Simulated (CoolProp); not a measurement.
Vapour pressure (kPa) of toluene: the reference equation beside estimates from Tc = 318.6 °C, pc = 4126 kPa, ω = 0.266.

Computed with CoolProp (reference Helmholtz-energy equation of state, Lemmon 2006). It is a short technical equation, of lower accuracy than the large ones.

```csv
T (°C),reference,Soave-Redlich-Kwong,Peng-Robinson
-0.85,(withheld),0.8294,(withheld)
10.75,1.741,1.681,1.847
22.35,(withheld),3.196,3.455
34.05,5.966,5.774,6.153
45.65,10.18,9.873,10.39
57.25,16.61,16.16,16.83
68.85,26.05,25.44,26.25
80.45,39.48,38.69,39.61
92.05,57.98,57.04,57.99
```

Complete the blanks.


- -0.85, reference: 0.8579
- -0.85, Peng-Robinson: 0.9284
- 22.35, reference: 3.308

Absolute difference from the reference over all 9 rows, mean and median: Soave-Redlich-Kwong 2.8 and 3.0 %, Peng-Robinson 2.9 and 2.1 %.
